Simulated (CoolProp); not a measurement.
R115 at several states: Z from the reference equation and from simpler models built on Tc = 80.0 °C, pc = 3129 kPa, ω = 0.248; each cubic takes its own stable root.

The numbers come from the reference Helmholtz-energy equation of state, Lemmon 2016 in CoolProp.

```
T (°C)  p (kPa)   phase  reference
------  -------  ------  ---------
130.25      446     gas     0.9697
77.75      2600     gas     0.5876
110.35      116     gas     0.9908
66.65     13600  liquid     0.5981
-40.15     1320  liquid    0.06770
174.85     11.4     gas     0.9995
```

**Question.** How far does each simpler model (van der Waals, Redlich-Kwong, Soave-Redlich-Kwong, Peng-Robinson) lie from the reference over these 6 states: mean and median of the absolute difference, and the worst?

**Answer.** 
- van der Waals: mean 17.4 %, median 4.6 %, worst +58.5 % at -40.15 °C and 1320 kPa
- Redlich-Kwong: mean 2.9 %, median 1.4 %, worst +8.9 % at -40.15 °C and 1320 kPa
- Soave-Redlich-Kwong: mean 2.0 %, median 1.0 %, worst +5.3 % at -40.15 °C and 1320 kPa
- Peng-Robinson: mean 2.7 %, median 1.6 %, worst -6.8 % at -40.15 °C and 1320 kPa
